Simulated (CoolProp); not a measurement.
A simple Rankine cycle with dimethyl carbonate: condensing at 325.15 K, boiler at 0.685 MPa, turbine inlet 452.8 K, turbine efficiency 0.7, pump efficiency 0.8, no recuperator. Each further row changes one setting.

Model: reference Helmholtz-energy equation of state, Zhou 2011, in CoolProp.

| case | thermal efficiency (%) | net work (kJ/kg) | heat in (kJ/kg) | turbine exit temperature (K) | volume ratio over the turbine |
|---|---|---|---|---|---|
| as stated | 14.5 | 82.5 | 568 | 388.0 | 25.7 |
| turbine inlet 472.8 K | 14.5 | 87.1 | 601 | 408.0 | 25.5 |
| condensing temperature 317.15 K | 15.5 | 90.4 | 583 | 382.3 | 35.7 |
| boiler pressure 0.479 MPa | 13.2 | 75.6 | 573 | 396.2 | 17.7 |
| turbine efficiency 0.6 | 12.4 | 70.6 | 568 | 396.4 | 26.3 |
